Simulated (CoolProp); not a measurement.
The numbers come from the reference Helmholtz-energy equation of state, Schmidt 1985 in CoolProp.

Question: For oxygen, give the phase and the cv (kJ/(kg K)), isothermal compressibility (1/MPa) at 107.3 K and 15 bar; 182.5 K and 15 bar.

Answer: 
- 107.3 K and 15 bar: liquid; cv 0.875, isothermal compressibility 0.00326
- 182.5 K and 15 bar: gas; cv 0.669, isothermal compressibility 0.712
